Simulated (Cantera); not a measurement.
Charge: 1 mol V, 14 mol NH3, 1.7 mol H2, 2.4 mol N2O, equilibrated at 0.910 Pa.

Cantera equilibrium calculation (NASA polynomials, part measured and part estimated; ideal gas, pure solids and liquids). Candidate condensed phases: H2O, V, VN, VO, V2O3, V2O4, V2O5; 28 gas species. Condensed phases not in the tables: the oxides between V2O3 and V2O5 other than VO2. Kinetics and transport are ignored.

log p: log10 of the partial pressure in bar; n: condensed amount in mol.

| T (°C) | log p H2 | log p N2 | log p H | log p H2O | log p VO2 | log p VO | log p OH | n V2O3(s) |
|---|---|---|---|---|---|---|---|---|
| 552 | -5.21 | -5.57 | -13.71 | -6.59 | <-17 | <-17 | <-17 | 0.500 |
| 652 | -5.21 | -5.57 | -12.19 | -6.59 | <-17 | <-17 | -16.50 | 0.500 |
| 752 | -5.21 | -5.57 | -10.97 | -6.59 | -16.66 | <-17 | -14.92 | 0.500 |
| 852 | -5.21 | -5.57 | -9.96 | -6.59 | -14.46 | <-17 | -13.62 | 0.500 |
| 952 | -5.21 | -5.57 | ? | -6.59 | ? | ? | ? | 0.500 |
| 1052 | -5.21 | -5.57 | -8.39 | -6.59 | -11.08 | -13.50 | -11.61 | 0.500 |
| 1152 | -5.21 | -5.57 | ? | -6.59 | ? | ? | ? | 0.500 |
| 1252 | -5.21 | -5.58 | -7.23 | -6.60 | -8.62 | -10.47 | -10.13 | 0.496 |
| 1352 | -5.22 | -5.58 | -6.76 | -6.62 | -7.62 | -9.24 | -9.54 | 0.457 |
| 1452 | -5.24 | -5.59 | -6.35 | -6.77 | -6.81 | -8.09 | -9.14 | 0.202 |

**Question.** What belongs in the gaps?

**Answer.** 
- 1152, log p H: -7.77
- 1152, log p VO2: -9.76
- 1152, log p VO: -11.87
- 1152, log p OH: -10.82
- 952, log p H: -9.11
- 952, log p VO2: -12.63
- 952, log p VO: -15.40
- 952, log p OH: -12.54
